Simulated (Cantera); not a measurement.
What does this Cantera script print?

```python
import numpy as np
import cantera as ct

gas_names = """
    F FO FO2 F2 F2O N NF NF2 NF3 NO NO2 NO3 N2 N2O O O2 O3 Si SiF SiF2 SiF3 SiF4 SiN SiO SiO2 Si2 Si2N
    Si3
""".split()
cond_names = """
    Si(cr) Si(L) SiO2(Lqz) SiO2(hqz) SiO2(L) Si2N2O(s) Si3N4(a)
""".split()


# ... load() reads the species with a 1 bar reference pressure and builds the phases ...
atoms = {
    'SiF4': {'Si': 1, 'F': 4},
    'N2O': {'N': 2, 'O': 1},
}
top_T = {'Si2N2O(s)': 2100, 'Si3N4(a)': 2400}  # K; cautious upper limits of use, not melting points


# ... equilibrate(T, P, feed) seeds the gas with the atoms and calls Mixture.equilibrate('TP', solver="vcs", rtol=1e-11, max_steps=5000) ...
results = []
feed = {'SiF4': 1, 'N2O': 19}  # mol
T = 1923.15  # K
P = 133.322  # Pa
mix = equilibrate(T, P, feed)
results.append((T, P, feed, dict(zip(mix.species_names, mix.species_moles))))
x = sorted(zip(gas.X, gas.species_names), reverse=True)
print(f"T = {T:g} K  P = {P:g} Pa  gas = {mix.phase_moles(0):.4g} mol")
print("   x: " + "  ".join(f"{s} {v:.3e}" for v, s in x if v > 0.001))
print("   condensed (mol): " + ("  ".join(f"{mix.phase(i).name} {mix.phase_moles(i):.4g}"
      for i in range(1, mix.n_phases) if mix.phase_moles(i) > 1e-12) or "none"))
```

Result:

```
T = 1923.15 K  P = 133.322 Pa  gas = 29.6 mol
   x: N2 6.385e-01  O2 3.147e-01  SiF4 3.341e-02  NO 6.774e-03  O 5.567e-03
   condensed (mol): none
```

Cantera equilibrium calculation (NASA polynomials, part measured and part estimated; ideal gas, pure solids and liquids). The tables' values for SiF3, SiO2 are old estimates; treat these amounts as uncertain.
